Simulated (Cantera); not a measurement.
## Adiabatic ignition

An adiabatic, constant-volume homogeneous reactor starts with 6.25 % C₃H₈, 19.5 % O₂, 73.8 % N₂, 0.450 % H₂O, equivalence ratio 1.6, at 1673 K and 12.0 bar.

Detailed kinetics in Cantera: GRI-Mech 3.0 (53 species, 325 reactions). GRI-Mech 3.0 was tuned for natural gas; its chemistry of propane as a main component is partial and can be far from experiment. The pressure lies above the range GRI-Mech 3.0 was tuned for (to about 10 atm). Above 3000 K some thermodynamic fits are extrapolated.

```tsv
t (s)	T (K)	P (bar)	x C₃H₈	x O₂	x NO	x C₂H₆	x CH₂O
1.00e-6	1658	12.0	0.0525	0.190	7.20e-11	0.00132	0.00185
2.78e-6	1738	13.1	0.0229	0.164	1.83e-9	0.00411	0.00753
7.74e-6	3241	27.9	<1e-12	0.00105	0.00131	<1e-12	1.03e-7
2.15e-5	3232	27.8	<1e-12	0.000961	0.00301	<1e-12	1.05e-7
6.00e-5	3228	27.8	<1e-12	0.000931	0.00363	<1e-12	1.05e-7
0.000167	3228	27.8	<1e-12	0.000931	0.00364	<1e-12	1.05e-7
0.000464	3228	27.8	<1e-12	0.000931	0.00364	<1e-12	1.05e-7
0.00129	3228	27.8	<1e-12	0.000931	0.00364	<1e-12	1.05e-7
0.00360	3228	27.8	<1e-12	0.000931	0.00364	<1e-12	1.05e-7
0.0100	3228	27.8	<1e-12	0.000931	0.00364	<1e-12	1.05e-7
0.0278	3228	27.8	<1e-12	0.000931	0.00364	<1e-12	1.05e-7
0.0775	3228	27.8	<1e-12	0.000931	0.00364	<1e-12	1.05e-7
0.216	3228	27.8	<1e-12	0.000931	0.00364	<1e-12	1.05e-7
0.600	3228	27.8	<1e-12	0.000931	0.00364	<1e-12	1.05e-7
```
x: mole fraction; the columns are a selection and need not sum to one.

```
Property                                                              Result
---------------------------------  -----------------------------------------
time of steepest temperature rise                                    3.79 µs
temperature at 0.600 s                                                3228 K
equilibrium temperature                                               3228 K
x(C₃H₈) at 0.600 s                     <1e-12 (gas-phase equilibrium <1e-12)
x(O₂) at 0.600 s                   0.000931 (gas-phase equilibrium 0.000931)
x(NO) at 0.600 s                     0.00364 (gas-phase equilibrium 0.00364)
```
